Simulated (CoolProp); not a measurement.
Computed with CoolProp (reference Helmholtz-energy equation of state, Gao 2016).

Question: Give the vapour pressure (MPa), liquid density (kg/m³), enthalpy of vaporisation (kJ/kg), liquid cp (kJ/(kg K)) of saturated sulfur dioxide at 116.45 °C.

Answer: 
| T (°C) | p (MPa) | liquid density (kg/m³) | enthalpy of vaporisation (kJ/kg) | liquid cp (kJ/(kg K)) |
|---|---|---|---|---|
| 116.45 | 3.85 | 1040 | 224 | 1.93 |
